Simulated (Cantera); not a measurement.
An isothermal, constant-pressure homogeneous reactor starts with H2 : O2 : N2 = 0.4 : 1 : 1.1 (molar parts), equivalence ratio 0.20, at 1250 K and 570 Pa. Integrator tolerance rtol = 1e-08.

Computed with Cantera and the H2/O2 subset of GRI-Mech 3.0, which has no nitrogen chemistry. Radical loss at walls, strong at low pressure, is not modelled. The temperature is held fixed by assumption; the heat of reaction is taken as removed at once.

Q: What does this change do: pressure from 570 Pa to 220 Pa?

A: 
```csv
quantity,before,after
x(H2) at 1.00 s,0.000220 (gas-phase equilibrium 1.36e-7),0.00486 (gas-phase equilibrium 2.18e-7)
x(O2) at 1.00 s,0.347 (gas-phase equilibrium 0.348),0.333 (gas-phase equilibrium 0.348)
x(H) at 1.00 s,0.000153 (gas-phase equilibrium 2.37e-9),0.0179 (gas-phase equilibrium 4.85e-9)
x(HO2) at 1.00 s,5.67e-7 (gas-phase equilibrium 1.21e-8),5.88e-7 (gas-phase equilibrium 9.54e-9)
x(H2O2) at 1.00 s,4.41e-8 (gas-phase equilibrium 2.85e-10),3.50e-8 (gas-phase equilibrium 1.77e-10)
x(H2O) at 1.00 s,0.173 (gas-phase equilibrium 0.174),0.152 (gas-phase equilibrium 0.174)
x(OH) at 1.00 s,0.00126 (gas-phase equilibrium 3.14e-5),0.00581 (gas-phase equilibrium 3.98e-5)
```
